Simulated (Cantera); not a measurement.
A perfectly stirred reactor is fed with 15.2 % CH4, 66.7 % CO2, 18.2 % H2, at 0.590 bar; it is held at 1475 K, and followed from long to short residence time.

Computed with Cantera and GRI-Mech 3.0 (53 species, 325 reactions).

### Question
Predict: x(CH4) at τ = 1.30 s; x(CO2) at τ = 1.30 s; x(H2) at τ = 1.30 s; x(H2O) at τ = 1.30 s; x(CH4) at τ = 13.0 ms; x(CO2) at τ = 13.0 ms; x(H2) at τ = 13.0 ms; x(H2O) at τ = 13.0 ms.

### Answer
```json
{
  "x(CH4) at τ = 1.30 s": "0.0915",
  "x(CO2) at τ = 1.30 s": "0.471",
  "x(H2) at τ = 1.30 s": "0.0944",
  "x(H2O) at τ = 1.30 s": "0.156",
  "x(CH4) at τ = 13.0 ms": "0.151",
  "x(CO2) at τ = 13.0 ms": "0.663",
  "x(H2) at τ = 13.0 ms": "0.179",
  "x(H2O) at τ = 13.0 ms": "0.00367"
}
```
